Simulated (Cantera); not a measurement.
An isothermal plug-flow reactor at 975 K and 308 Torr (inlet), inlet velocity 0.71 m/s, active area per volume 5400 1/m; feed 0.336 % CH₄, 14.1 % O₂, 85.6 % N₂.

Computed with Cantera and Deutschmann's 1995 Pt surface mechanism with GRI-Mech 3.0 gas chemistry. Catalytic surfaces can have several steady states; this one follows from the mechanism file's or the stated starting coverage. Mass transfer to the wall is taken as infinitely fast.

One state of this run: x CH₄ = 0.000187; x O₂ = 0.134; x H₂O = 0.00634; x CO₂ = 0.00317; x CO = 8.91e-8; θ free Pt = 0.200; θ O* = 0.799; θ OH* = 0.00100. x: gas mole fraction; θ: surface coverage.

Question: Which value of z (m) does it belong to?
(A) 0.0015
(B) 0.0054
(C) 0.00075
(D) 0.0002

Answer: B, 0.0054
